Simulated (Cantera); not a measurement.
Mixture: H2 : O2 : N2 = 1 : 0.806 : 3.03 (molar parts), equivalence ratio 0.62, at 1.70 bar, adiabatic and at constant pressure. Ignition delay is the time to a rise of 400 K.

Computed with Cantera and GRI-Mech 3.0 (53 species, 325 reactions). Where the delays flatten at high temperature, the 400 K rule measures the pace of heat release, not the induction time.

Question: What does this change do: O2 0.806 to 0.32 parts?

Answer: 
```tsv
quantity	before	after
delay at 1048 K	0.138 ms	0.259 ms
delay at 1148 K	42.1 µs	79.5 µs
delay at 1248 K	23.1 µs	44.5 µs
delay at 1348 K	15.5 µs	30.9 µs
delay at 1448 K	11.8 µs	24.8 µs
```
